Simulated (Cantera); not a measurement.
A perfectly stirred reactor is fed with H2 : O2 : N2 = 4.5 : 1 : 3.1 (molar parts), at 1.00 bar; it is held at 1150 K, and followed from long to short residence time.

Model: the H2/O2 subset of GRI-Mech 3.0, which has no nitrogen chemistry, integrated in Cantera. The temperature is held fixed by assumption; the heat of reaction is taken as removed at once.

Q: Predict: x(H2) at τ = 5.20 s; x(O2) at τ = 5.20 s; x(H2O) at τ = 5.20 s; x(H) at τ = 5.20 s; x(O) at τ = 5.20 s; x(H2) at τ = 17.0 ms; x(O2) at τ = 17.0 ms; x(H2O) at τ = 17.0 ms; x(H) at τ = 17.0 ms; x(O) at τ = 17.0 ms.

A: 
```json
{
  "x(H2) at τ = 5.20 s": "0.329",
  "x(O2) at τ = 5.20 s": "6.19e-5",
  "x(H2O) at τ = 5.20 s": "0.263",
  "x(H) at τ = 5.20 s": "0.000147",
  "x(O) at τ = 5.20 s": "8.65e-9",
  "x(H2) at τ = 17.0 ms": "0.329",
  "x(O2) at τ = 17.0 ms": "0.00110",
  "x(H2O) at τ = 17.0 ms": "0.260",
  "x(H) at τ = 17.0 ms": "0.00250",
  "x(O) at τ = 17.0 ms": "2.64e-6"
}
```
